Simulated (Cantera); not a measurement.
A closed system holds: 1 mol BN, a varied amount of H₂O, held at 1325 °C and 5.60 Pa.

These are equilibrium values from Cantera (NASA tables, ideal gas, pure condensed phases), not measurements of a reactor. Candidate condensed phases: B, BN, B₂O₃, B₃O₃H₃, H₂O; 39 gas species. The numbers say what is thermodynamically allowed, not how fast it happens.

**Question.** At 1.5 mol H₂O, list the 6 most abundant gas species with their mole fractions, and the condensed phases.

**Answer.** H₂ 0.551, N₂ 0.199, B₂O₃ 0.144, HBO₂ 0.0537, HBO 0.0300, B₂O₂ 0.00952. Condensed: gas only.
